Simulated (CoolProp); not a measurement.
Sulfur dioxide along the isobar 202 bar: density (kg/m³) from the reference equation and from simpler models built on Tc = 157.5 °C, pc = 78.87 bar, ω = 0.256; each cubic takes its own stable root.

Computed with CoolProp (reference Helmholtz-energy equation of state, Gao 2016).

```csv
T (°C),phase,reference
-30.15,liquid,1538
-10.05,liquid,1491
10.05,liquid,1442
30.15,liquid,1393
50.15,liquid,1342
70.25,liquid,1288
90.35,liquid,1231
110.45,liquid,1169
130.45,liquid,1102
150.55,liquid,1026
170.65,supercritical,939.6
190.75,supercritical,838.8
210.85,supercritical,723.5
230.85,supercritical,607.2
```

### Question
How far does each simpler model (Redlich-Kwong, Soave-Redlich-Kwong) lie from the reference over these 14 states: mean and median of the absolute difference, and the worst?

### Answer
- Redlich-Kwong: mean 11.8 %, median 12.5 %, worst -13.5 % at 150.55 °C and 202 bar
- Soave-Redlich-Kwong: mean 11.8 %, median 10.8 %, worst -15.4 % at 210.85 °C and 202 bar
